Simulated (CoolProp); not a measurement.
Computed with CoolProp (reference Helmholtz-energy equation of state, Schmidt 1985). Above 300 K oxygen's equation is extrapolated.

Q: For oxygen, give the phase and the cv (kJ/(kg K)), viscosity (µPa s), Prandtl number at 90.65 °C and 11700 kPa.

A: 
- 90.65 °C and 11700 kPa: supercritical; cv 0.687, viscosity 26.5, Prandtl number 0.771

Viscosity comes from a separate model (Lemmon 2004). Thermal conductivity comes from a separate model (Lemmon 2004).
